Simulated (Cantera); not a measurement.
## Counterflow diffusion flame

A counterflow diffusion flame at 1280 Torr, nozzles 20 mm apart: fuel side 89.3 % CH₄, 10.7 % C₂H₆ at 550 K, oxidiser side 27.0 % O₂, 73.0 % N₂ at 800 K, fuel mass flux 0.81 times the oxidiser's; mixture-averaged transport, no radiation.

Computed with Cantera and GRI-Mech 3.0 (53 species, 325 reactions). GRI-Mech 3.0 has no aromatics or soot, which form on the fuel side of real flames. The maximum strain rate includes the flame's own expansion and is several times the mean.

| oxidiser flux (kg/m²/s) | max strain (1/s) | mean strain (1/s) | T max (K) | peak x OH | peak x H | peak x NO | peak x CO | peak x C₂H₂ |
|---|---|---|---|---|---|---|---|---|
| 0.42 | 264 | 54.3 | 2552 | 0.0171 | 0.00651 | 0.00135 | 0.106 | 0.0301 |
| 0.66 | 401 | 85.4 | 2517 | 0.0171 | 0.00678 | 0.00102 | 0.102 | 0.0296 |
| 1 | 589 | 129 | 2485 | 0.0173 | 0.00713 | 0.000834 | 0.0986 | 0.0289 |
| 1.6 | 912 | 207 | 2455 | 0.0175 | 0.00760 | 0.000687 | 0.0956 | 0.0280 |
| 2.5 | 1380 | 323 | 2429 | 0.0174 | 0.00803 | 0.000575 | 0.0928 | 0.0268 |
| 3.9 | 2090 | 504 | 2405 | 0.0172 | 0.00841 | 0.000478 | 0.0902 | 0.0254 |
| 6 | 3110 | 776 | 2381 | 0.0169 | 0.00872 | 0.000391 | 0.0880 | 0.0238 |
| 9.3 | 4690 | 1200 | 2351 | 0.0162 | 0.00891 | 0.000303 | 0.0860 | 0.0217 |
x: mole fraction; the columns are a selection and need not sum to one.
